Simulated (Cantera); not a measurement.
What does this Cantera script print?

```python
import numpy as np
import cantera as ct

gas_names = """
    C CO CO2 C2 C2O C3 C3O2 C4 C5 Cu CuO Cu2 O O2 O3
""".split()
cond_names = """
    C(gr) Cu(cr) Cu(L) CuO(s) Cu2O(s) Cu2O(L)
""".split()


def load(file, names, dense=False):
    # The tables refer to 1 bar. Condensed volumes are neglected.
    table = {s.name: s for s in ct.Species.list_from_file(file)}
    out = []
    for n in names:
        d = dict(table[n].input_data)
        d["thermo"] = dict(d["thermo"], **{"reference-pressure": 1e5})
        if dense:
            d["equation-of-state"] = {"model": "constant-volume", "density": "1e6 g/cm^3"}
        out.append(ct.Species.from_dict(d))
    return out


gas = ct.Solution(thermo="ideal-gas", species=load("nasa_gas.yaml", gas_names))
cond = {s.name: ct.Solution(thermo="fixed-stoichiometry", species=[s], name=s.name)
        for s in load("nasa_condensed.yaml", cond_names, dense=True)}
atoms = {
    'Cu2O': {'Cu': 2, 'O': 1},
    'CO': {'C': 1, 'O': 1},
}
top_T = {'C(gr)': 4500, 'CuO(s)': 1390}  # K; cautious upper limits of use, not melting points


def equilibrate(T, P, feed):
    n = {}
    for name, mol in feed.items():
        for a, k in atoms[name].items():
            n[a] = n.get(a, 0.0) + k * mol
    gas.TPX = T, P, n
    mass = sum(n.values()) * gas.mean_molecular_weight
    gas.equilibrate("TP")
    valid = [c for c in cond.values() if c.min_temp <= T <= top_T.get(c.name, c.max_temp)]
    mix = ct.Mixture([(gas, mass / gas.mean_molecular_weight)] + [(c, 0.0) for c in valid])
    mix.T, mix.P = T, P
    mix.equilibrate("TP", solver="vcs", rtol=1e-11, max_steps=5000)
    return mix


results = []
feed = {'Cu2O': 1, 'CO': 3.7}  # mol
T = 2425  # K
P = 55000  # Pa
mix = equilibrate(T, P, feed)
results.append((T, P, feed, dict(zip(mix.species_names, mix.species_moles))))
print(gas.report(threshold=1e-05))
for i in range(1, mix.n_phases):
    print(f"{mix.phase(i).name:16s} {mix.phase_moles(i):12.5e} mol")
```

It prints:

```
       temperature   2425 K
          pressure   55000 Pa
           density   0.1058 kg/m^3
  mean mol. weight   38.787 kg/kmol
   phase of matter   gas

                          1 kg             1 kmol
                     ---------------   ---------------
          enthalpy       -1.0448e+05       -4.0526e+06  J
   internal energy       -6.2432e+05       -2.4215e+07  J
           entropy            7215.7        2.7987e+05  J/K
    Gibbs function       -1.7603e+07       -6.8274e+08  J
 heat capacity c_p            1015.4             39385  J/K
 heat capacity c_v            801.05             31070  J/K

                      mass frac. Y      mole frac. X     chem. pot. / RT
                     ---------------   ---------------   ---------------
                CO           0.42095           0.58291           -34.996
               CO2           0.24404           0.21508           -54.437
                Cu           0.32594           0.19894           -8.5284
               CuO        0.00027914        0.00013611            -27.97
               Cu2         0.0086063         0.0026265           -17.057
                 O        6.7031e-05         0.0001625           -19.441
                O2        0.00012225        0.00014818           -38.882
     [   +8 minor]        9.7172e-13        1.1776e-12

C(gr)             0.00000e+00 mol
Cu(L)             1.05258e+00 mol
Cu2O(L)           0.00000e+00 mol
```

Cantera equilibrium calculation (NASA polynomials, part measured and part estimated; ideal gas, pure solids and liquids).
